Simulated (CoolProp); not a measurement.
Ethanol along the isobar 0.979 MPa: Z from the reference equation and from simpler models built on Tc = 241.6 °C, pc = 6.268 MPa, ω = 0.644; each cubic takes its own stable root.

Model: reference Helmholtz-energy equation of state, Schroeder 2014, in CoolProp.

```csv
T (°C),phase,reference
69.35,liquid,0.02122
82.25,liquid,0.02080
95.25,liquid,0.02044
108.15,liquid,0.02015
121.15,liquid,0.01993
134.05,liquid,0.01979
146.95,liquid,0.01974
159.95,gas,0.8775
172.85,gas,0.8963
185.75,gas,0.9114
198.75,gas,0.9238
```

Question: How far does each simpler model (Redlich-Kwong, Soave-Redlich-Kwong) lie from the reference over these 11 states: mean and median of the absolute difference, and the worst?

Answer: 
- Redlich-Kwong: mean 1204.3 %, median 29.9 %, worst +4446.1 % at 146.95 °C and 0.979 MPa
- Soave-Redlich-Kwong: mean 12.7 %, median 18.4 %, worst +21.9 % at 146.95 °C and 0.979 MPa

At some of these states Redlich-Kwong gives the other phase, because its saturation line lies elsewhere.
